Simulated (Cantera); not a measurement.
Cantera with NASA thermochemical tables; ideal gases at 1 bar, condensed phases pure. Values are per mole of reaction as written; species without (g) are pure solids or liquids, kept so even where they would boil at 1 bar. The tables' values for SiF₂ are old estimates.

Si(g) + 2 F(g) ⇌ SiF₂(g), with ΔH° = -1196.7 kJ and ΔS° = -229.0 J/K at 300 K.

### Question
How far is the shortcut ΔG° ≈ ΔH°(300 K) − T·ΔS°(300 K) from the full temperature-dependent value at 1075, 1125, 1175, 1225, 1275, 1325, 1375, 1425, 1475 K?

### Answer
| T (K) | shortcut (kJ) | full (kJ) | difference (kJ) | difference in log10 K |
|---|---|---|---|---|
| 1075 | -950.5 | -941.1 | -9.3 | 0.45 |
| 1125 | -939.0 | -928.8 | -10.2 | 0.47 |
| 1175 | -927.5 | -916.4 | -11.1 | 0.49 |
| 1225 | -916.1 | -904.1 | -12.0 | 0.51 |
| 1275 | -904.6 | -891.7 | -12.9 | 0.53 |
| 1325 | -893.2 | -879.3 | -13.9 | 0.55 |
| 1375 | -881.7 | -866.9 | -14.8 | 0.56 |
| 1425 | -870.3 | -854.5 | -15.7 | 0.58 |
| 1475 | -858.8 | -842.1 | -16.7 | 0.59 |
The shortcut ignores the heat-capacity change of the reaction.
